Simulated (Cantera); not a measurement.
Mixture: H2 : O2 : N2 = 1 : 0.294 : 1.44 (molar parts), equivalence ratio 1.7, at 7.80 bar, adiabatic and at constant pressure. Ignition delay is the time to a rise of 400 K.

Model: GRI-Mech 3.0 (53 species, 325 reactions), integrated in Cantera. The hydrogen kinetics of GRI-Mech 3.0 are dated; newer H2 mechanisms differ, most at raised pressure.

Problem. What does this change do: constant volume in place of constant pressure?

Solution. 
```csv
quantity,before,after
delay at 975 K,15.9 ms,14.7 ms
delay at 1125 K,0.394 ms,0.381 ms
delay at 1275 K,8.17 µs,7.89 µs
delay at 1425 K,3.02 µs,2.87 µs
apparent activation energy between 1350 and 1500 K,78 kJ/mol,80 kJ/mol
```

Problem. What does this change do: pressure from 7.80 bar to 0.340 bar?

Solution. 
| quantity | before | after |
|---|---|---|
| delay at 975 K | 15.9 ms | 0.821 ms |
| delay at 1125 K | 0.394 ms | 0.264 ms |
| delay at 1275 K | 8.17 µs | 0.148 ms |
| delay at 1425 K | 3.02 µs | 0.118 ms |
Where the delays flatten at high temperature, the 400 K rule measures the pace of heat release, not the induction time.
